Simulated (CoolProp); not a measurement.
Vapour-liquid equilibrium of propane (1) + isobutane (2) at 321.2 K; x and y are mole fractions of (1).

Model: multi-fluid Helmholtz-energy mixture model, Lemmon 2009 and Bücker 2006; pair parameters Kunz 2012, in CoolProp.

```csv
x,"bubble pressure, mixture model (MPa)","bubble pressure, Raoult's law (MPa)","y, mixture model","y, Raoult's law"
0.05,0.6966,0.7021,0.099,0.117
0.2,0.8286,0.8505,0.339,0.386
0.35,0.9637,0.9988,0.520,0.575
0.5,1.105,1.147,0.666,0.716
0.65,1.254,1.296,0.786,0.824
0.8,1.413,1.444,0.888,0.910
0.95,1.583,1.592,0.974,0.980
```

The largest gap from Raoult's law is -3.7 % in bubble pressure, at x = 0.5. No azeotrope shows between x = 0.05 and 0.95.

The pair parameters rest on a limited set of measurements; away from them the model extrapolates.
